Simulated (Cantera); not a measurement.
A freely propagating, adiabatic, planar premixed flame of CH4 : C2H6 : O2 : N2 = 1 : 0.091 : 1.66 : 6.23 (molar parts), unburnt at 625 K and 1.10 bar; mixture-averaged transport, grid criteria slope 0.08 and curve 0.16, no radiation.

Model: GRI-Mech 3.0 (53 species, 325 reactions), integrated in Cantera. Burning velocities carry a grid error of a few per cent, more on coarse grids.

Question: What does this change do: 0.087 parts CO2 added?

Answer: 
```json
[
 {"quantity": "laminar burning velocity", "before": "86.2 cm/s", "after": "81.2 cm/s"},
 {"quantity": "thermal thickness", "before": "0.406 mm", "after": "0.422 mm"},
 {"quantity": "peak x(CH2O)", "before": "0.00138", "after": "0.00136"},
 {"quantity": "peak x(CH3)", "before": "0.00440", "after": "0.00415"},
 {"quantity": "peak x(C2H2)", "before": "0.00200", "after": "0.00193"}
]
```

Question: What does this change do: N2 6.23 to 7.8 parts?

Answer: 
```json
[
 {"quantity": "laminar burning velocity", "before": "86.2 cm/s", "after": "49.3 cm/s"},
 {"quantity": "thermal thickness", "before": "0.406 mm", "after": "0.627 mm"},
 {"quantity": "peak x(CH2O)", "before": "0.00138", "after": "0.00110"},
 {"quantity": "peak x(CH3)", "before": "0.00440", "after": "0.00255"},
 {"quantity": "peak x(C2H2)", "before": "0.00200", "after": "0.00174"}
]
```

Question: What does this change do: O2 1.66 to 1.3 parts?

Answer: 
| quantity | before | after |
|---|---|---|
| laminar burning velocity | 86.2 cm/s | 20.1 cm/s |
| thermal thickness | 0.406 mm | 1.44 mm |
| peak x(CH2O) | 0.00138 | 0.00121 |
| peak x(CH3) | 0.00440 | 0.00140 |
| peak x(C2H2) | 0.00200 | 0.00791 |
